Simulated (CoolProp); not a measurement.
Computed with CoolProp (reference Helmholtz-energy equation of state, Thol 2017).

For decamethyltetrasiloxane (MD2M), give the phase and the density (kg/m³), cp (kJ/(kg K)), speed of sound (m/s), Joule-Thomson coefficient (K/MPa) at 527.2 K and 0.932 MPa; 478.1 K and 3.96 MPa.


- 527.2 K and 0.932 MPa: liquid; density 589, cp 2.24, speed of sound 297, Joule-Thomson coefficient 0.330
- 478.1 K and 3.96 MPa: liquid; density 676, cp 2.11, speed of sound 483, Joule-Thomson coefficient -0.161
